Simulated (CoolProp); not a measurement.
Vapour pressure (bar) of sulfur dioxide: the reference equation beside estimates from Tc = 157.5 °C, pc = 78.87 bar, ω = 0.256. Clausius-Clapeyron is anchored at 61.45 °C with a constant enthalpy of vaporisation of 20.17 kJ/mol.

Values from CoolProp's reference Helmholtz-energy equation of state, Gao 2016.

| T (°C) | reference | Lee-Kesler | Clausius-Clapeyron | van der Waals | Soave-Redlich-Kwong | Peng-Robinson |
|---|---|---|---|---|---|---|
| 3.55 | 1.794 | 1.779 | 2.510 | 10.06 | 1.783 | 1.799 |
| 13.15 | 2.589 | 2.577 | 3.367 | 12.09 | 2.579 | 2.587 |
| 22.85 | 3.647 | 3.642 | 4.445 | 14.40 | 3.641 | 3.636 |
| 32.45 | 4.997 | 5.002 | 5.751 | 16.95 | 4.998 | 4.974 |
| 42.15 | 6.718 | 6.737 | 7.342 | 19.80 | 6.735 | 6.683 |
| 51.85 | 8.857 | 8.890 | 9.237 | 22.96 | 8.898 | 8.809 |
| 61.45 | 11.44 | 11.49 | 11.44 | 26.38 | 11.52 | 11.39 |
| 71.15 | 14.59 | 14.65 | 14.04 | 30.15 | 14.72 | 14.53 |
| 80.75 | 18.31 | 18.36 | 16.99 | 34.20 | 18.49 | 18.25 |
| 90.45 | 22.72 | 22.78 | 20.41 | 38.62 | 22.99 | 22.69 |
| 100.05 | 27.83 | 27.87 | 24.23 | 43.33 | 28.19 | 27.83 |
| 109.75 | 33.81 | 33.83 | 28.56 | 48.44 | 34.26 | 33.86 |
| 119.35 | 40.62 | 40.63 | 33.35 | 53.84 | 41.17 | 40.75 |
| 129.05 | 48.51 | 48.51 | 38.71 | 59.66 | 49.13 | 48.72 |
| 138.65 | 57.42 | 57.45 | 44.56 | 65.78 | 58.05 | 57.70 |

Absolute difference from the reference over all 15 rows, mean and median: Lee-Kesler 0.3 and 0.3 %, Clausius-Clapeyron 15.4 and 15.1 %, van der Waals 151.9 and 106.6 %, Soave-Redlich-Kwong 0.8 and 0.9 %, Peng-Robinson 0.3 and 0.3 %.
